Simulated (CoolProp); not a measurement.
A simple Rankine cycle with n-perfluorohexane: condensing at 312.15 K, boiler at 0.898 MPa, turbine inlet 416.1 K, turbine efficiency 0.9, pump efficiency 0.6, no recuperator. Each further row changes one setting.

Computed with CoolProp (reference Helmholtz-energy equation of state, Gao 2022).

```
case                             thermal efficiency (%)  net work (kJ/kg)  heat in (kJ/kg)  turbine exit temperature (K)  volume ratio over the turbine
-------------------------------  ----------------------  ----------------  ---------------  ----------------------------  -----------------------------
as stated                                          12.4              21.4              172                         380.8                           22.5
turbine inlet 436.1 K                              11.9              23.1       (withheld)                    (withheld)                           20.5
condensing temperature 304.15 K                    13.3        (withheld)              181                         377.8                           30.9
boiler pressure 0.629 MPa                          11.2              19.8              177                         387.9                     (withheld)
turbine efficiency 0.8                       (withheld)              18.9              172                         383.4                           22.6
```

Q: Fill in the missing entries.

A: 
- turbine inlet 436.1 K, heat in (kJ/kg): 194
- turbine inlet 436.1 K, turbine exit temperature (K): 402.1
- condensing temperature 304.15 K, net work (kJ/kg): 24.0
- boiler pressure 0.629 MPa, volume ratio over the turbine: 13.6
- turbine efficiency 0.8, thermal efficiency (%): 11.0
